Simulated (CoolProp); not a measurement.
The fluid at 381.26 K and 3.62 MPa expands adiabatically to 0.294 MPa with isentropic efficiency 0.8. The same conditions are run with several fluids, on thermodynamics alone (safety and materials aside).

Model: reference Helmholtz-energy equation of state of each fluid (ammonia: Gao 2020; nitrous oxide: Lemmon 2006; CH2F2 (R32): Tillner-Roth 1997; R22: Kamei 1995), in CoolProp.

Task: Rank ammonia, nitrous oxide, CH2F2 (R32), R22 by work (kJ/kg), highest first.

Result: ammonia (254), nitrous oxide (103), CH2F2 (R32) (81.9), R22 (49.5)

```json
[
 {"fluid": "ammonia", "final temperature (K)": "263.4", "final phase": "two-phase, vapour fraction 0.931", "final density (kg/m³)": "2.59"},
 {"fluid": "nitrous oxide", "final temperature (K)": "244.5", "final phase": "gas", "final density (kg/m³)": "6.56"},
 {"fluid": "CH2F2 (R32)", "final temperature (K)": "247.1", "final phase": "gas", "final density (kg/m³)": "8.09"},
 {"fluid": "R22", "final temperature (K)": "263.6", "final phase": "gas", "final density (kg/m³)": "12.5"}
]
```
